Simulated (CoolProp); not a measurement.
A single-stage vapour-compression cycle with hydrogen chloride: evaporating at 197.15 K (dew point), condensing at 251.15 K (bubble point), superheat 2 K, subcooling 2 K, compressor efficiency 0.7, no pressure losses. Each further row changes one setting.

Values from CoolProp's reference Helmholtz-energy equation of state, Thol 2018.

```json
[
 {"case": "as stated", "cooling COP": "1.90", "pressure ratio": "8.45", "discharge temperature (K)": "429.8", "refrigerating effect (kJ/kg)": "346", "volumetric capacity (kJ/m³)": "1300"},
 {"case": "evaporating temperature 202.15 K", "cooling COP": "2.21", "pressure ratio": "6.59", "discharge temperature (K)": "___", "refrigerating effect (kJ/kg)": "348", "volumetric capacity (kJ/m³)": "1660"},
 {"case": "condensing temperature 246.15 K", "cooling COP": "2.15", "pressure ratio": "7.23", "discharge temperature (K)": "407.4", "refrigerating effect (kJ/kg)": "355", "volumetric capacity (kJ/m³)": "1340"},
 {"case": "subcooling 7 K", "cooling COP": "___", "pressure ratio": "8.45", "discharge temperature (K)": "429.8", "refrigerating effect (kJ/kg)": "355", "volumetric capacity (kJ/m³)": "1340"},
 {"case": "superheat 12 K", "cooling COP": "___", "pressure ratio": "8.45", "discharge temperature (K)": "___", "refrigerating effect (kJ/kg)": "355", "volumetric capacity (kJ/m³)": "___"},
 {"case": "compressor efficiency 0.6", "cooling COP": "___", "pressure ratio": "8.45", "discharge temperature (K)": "466.3", "refrigerating effect (kJ/kg)": "346", "volumetric capacity (kJ/m³)": "1300"}
]
```

Task: Complete the blanks.

Result: 
- evaporating temperature 202.15 K, discharge temperature (K): 403.4
- subcooling 7 K, cooling COP: 1.94
- superheat 12 K, cooling COP: 1.84
- superheat 12 K, discharge temperature (K): 453.0
- superheat 12 K, volumetric capacity (kJ/m³): 1260
- compressor efficiency 0.6, cooling COP: 1.62
